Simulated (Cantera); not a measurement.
Cantera run, input and output.

```python
import numpy as np
import cantera as ct

surf = ct.Interface("ptcombust.yaml", "Pt_surf")
gas = surf.adjacent["gas"]
gas.TPX = 1050, 100000, {'CH4': 0.0027, 'O2': 0.044, 'N2': 0.79}
surf.TP = 1050, 100000
reactor = ct.FlowReactor(gas, clone=False)
reactor.area = 0.0001  # m2
reactor.surface_area_to_volume_ratio = 100  # 1/m
reactor.mass_flow_rate = 0.77 * reactor.area * gas.density  # inlet velocity 0.77 m/s
reactor.energy_enabled = False
wall = ct.ReactorSurface(surf, reactor, clone=False)
net = ct.ReactorNet([reactor])
net.rtol, net.atol = 1e-8, 1e-16
show, cover = ['CH4', 'O2', 'H2O', 'CO2', 'CO'], ['PT(S)', 'H(S)', 'O(S)', 'OH(S)', 'CO(S)', 'C(S)']

rows = []
print(f"{'z/m':>9s}{'u/(m/s)':>9s}" + "".join(f"{s:>13s}" for s in show + cover))
for z in [0.00049, 0.00095, 0.0018, 0.0035, 0.0069, 0.013, 0.026, 0.049]:
    net.advance(z)
    rows.append([reactor.speed, *gas[show].X, *surf[cover].coverages])
    print(f"{z:9.4g}{rows[-1][0]:9.3g}" + "".join(f"{x:13.4e}" for x in rows[-1][1:]))
```

Output:

```
      z/m  u/(m/s)          CH4           O2          H2O          CO2           CO        PT(S)         H(S)         O(S)        OH(S)        CO(S)         C(S)
  0.00049     0.77   3.1915e-03   5.2518e-02   7.0760e-05   3.3441e-05   1.9253e-06   2.9120e-01   7.5246e-08   7.0860e-01   1.9539e-04   5.4120e-06   4.3881e-08
  0.00095     0.77   3.1586e-03   5.2452e-02   1.3652e-04   6.6018e-05   2.2091e-06   2.9124e-01   9.2417e-08   7.0852e-01   2.4021e-04   5.4454e-06   4.3447e-08
   0.0018     0.77   3.0986e-03   5.2332e-02   2.5633e-04   1.2585e-04   2.2311e-06   2.9131e-01   1.1742e-07   7.0838e-01   3.0543e-04   5.3642e-06   4.2654e-08
   0.0035     0.77   2.9816e-03   5.2099e-02   4.8947e-04   2.4236e-04   2.1510e-06   2.9147e-01   1.5496e-07   7.0812e-01   4.0317e-04   5.1708e-06   4.1110e-08
   0.0069     0.77   2.7600e-03   5.1658e-02   9.3083e-04   4.6274e-04   1.9938e-06   2.9179e-01   2.0850e-07   7.0766e-01   5.4201e-04   4.8020e-06   3.8176e-08
    0.013     0.77   2.4004e-03   5.0944e-02   1.6451e-03   8.1902e-04   1.7388e-06   2.9235e-01   2.7439e-07   7.0693e-01   7.1166e-04   4.1999e-06   3.3385e-08
    0.026     0.77   1.7765e-03   4.9710e-02   2.8806e-03   1.4342e-03   1.2974e-06   2.9338e-01   3.6244e-07   7.0568e-01   9.3562e-04   3.1410e-06   2.4952e-08
    0.049     0.77   1.0312e-03   4.8246e-02   4.3477e-03   2.1623e-03   7.8190e-07   2.9466e-01   4.4697e-07   7.0419e-01   1.1469e-03   1.8533e-06   1.4661e-08
```

Detailed kinetics in Cantera: Deutschmann's 1995 Pt surface mechanism with GRI-Mech 3.0 gas chemistry. Catalytic surfaces can have several steady states; this one follows from the mechanism file's or the stated starting coverage. Mass transfer to the wall is taken as infinitely fast.
